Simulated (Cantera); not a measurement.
An isothermal, constant-pressure homogeneous reactor starts with C2H6 : N2 = 1 : 11 (molar parts), at 1200 K and 0.00474 atm. Integrator tolerance rtol = 1e-08.

Detailed kinetics in Cantera: GRI-Mech 3.0 (53 species, 325 reactions). GRI-Mech 3.0 stops at C3 and has no aromatics, soot or wall deposition, so with more carbon than oxygen in the feed, carbon stays in small species such as C2H2 where larger ones or solid carbon would form. Radical loss at walls, strong at low pressure, is not modelled.

Task: What does this change do: N2 11 to 3.1 parts?

Result: 
```json
[
 {"quantity": "x(C2H6) at 30.0 s", "before": "2.29e-6 (gas-phase equilibrium 3.22e-8)", "after": "9.87e-6 (gas-phase equilibrium 4.69e-7)"},
 {"quantity": "x(C2H) at 30.0 s", "before": "3.55e-11 (gas-phase equilibrium 5.50e-11)", "after": "5.02e-11 (gas-phase equilibrium 1.08e-10)"},
 {"quantity": "x(CH3) at 30.0 s", "before": "2.07e-6 (gas-phase equilibrium 3.53e-7)", "after": "3.86e-6 (gas-phase equilibrium 1.35e-6)"},
 {"quantity": "x(CH4) at 30.0 s", "before": "0.0210 (gas-phase equilibrium 0.00241)", "after": "0.0578 (gas-phase equilibrium 0.0137)"},
 {"quantity": "x(CH2) at 30.0 s", "before": "5.53e-12 (gas-phase equilibrium 1.36e-12)", "after": "6.98e-12 (gas-phase equilibrium 3.49e-12)"}
]
```

Task: What does this change do: temperature 1200 to 1350 K?

Result: 
| quantity | before | after |
|---|---|---|
| x(C2H6) at 30.0 s | 2.29e-6 (gas-phase equilibrium 3.22e-8) | 1.45e-6 (gas-phase equilibrium 7.77e-10) |
| x(C2H) at 30.0 s | 3.55e-11 (gas-phase equilibrium 5.50e-11) | 1.73e-9 (gas-phase equilibrium 2.22e-9) |
| x(CH3) at 30.0 s | 2.07e-6 (gas-phase equilibrium 3.53e-7) | 2.41e-5 (gas-phase equilibrium 4.57e-7) |
| x(CH4) at 30.0 s | 0.0210 (gas-phase equilibrium 0.00241) | 0.0278 (gas-phase equilibrium 0.000251) |
| x(CH2) at 30.0 s | 5.53e-12 (gas-phase equilibrium 1.36e-12) | 6.93e-10 (gas-phase equilibrium 2.80e-11) |
